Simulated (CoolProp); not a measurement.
Properties of R141b along the isotherm 210.35 °C.

Values from CoolProp's reference Helmholtz-energy equation of state, Lemmon 2006. It is a short technical equation, of lower accuracy than the large ones.

```csv
p (MPa),phase,cp (kJ/(kg K)),isothermal compressibility (1/MPa),expansivity (1/kK),viscosity (µPa s),Prandtl number
0.02,gas,0.9816,50.07,2.079,15.1,0.539
0.0293,gas,0.9820,34.20,2.083,15.1,0.539
0.043,gas,0.9825,23.33,2.090,15.1,0.539
0.0632,gas,0.9833,15.90,2.101,15.1,0.540
0.0927,gas,0.9844,10.86,2.117,15.1,0.540
0.136,gas,0.9861,7.429,2.140,15.1,0.541
0.2,gas,0.9887,5.077,2.175,15.1,0.542
0.293,gas,0.9925,3.492,2.228,15.1,0.544
0.43,gas,0.9985,2.406,2.310,15.1,0.546
0.632,gas,1.008,1.667,2.442,15.1,0.551
0.927,gas,1.024,1.169,2.659,15.1,0.558
1.36,gas,1.052,0.8365,3.049,15.3,0.571
2,gas,1.109,0.6227,3.858,15.6,0.599
2.93,gas,1.264,0.5208,6.107,16.6,0.673
4.3,supercritical,3.248,1.030,35.76,22.3,1.60
6.32,supercritical,1.948,0.05843,9.165,66.8,2.33
```

The peak of cp marks the crossing from liquid-like to gas-like fluid above the critical point.

Viscosity comes from a separate model (Huber 2003), an estimate that may be off by 10 % or more. Thermal conductivity comes from a separate model (Huber 2003), an estimate that may be off by 10 % or more.
